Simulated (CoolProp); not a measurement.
Properties of hydrogen chloride at several states (Tc = 51.5 °C, pc = 8.314 MPa, ω = 0.130).

Model: reference Helmholtz-energy equation of state, Thol 2018, in CoolProp.

| T (°C) | p (MPa) | phase | Z | fugacity coefficient |
|---|---|---|---|---|
| -16.85 | 0.0483 | gas | 0.9953 | 0.9954 |
| 81.95 | 0.171 | gas | 0.9941 | 0.9942 |
| 112.05 | 1.62 | gas | 0.9566 | 0.9576 |
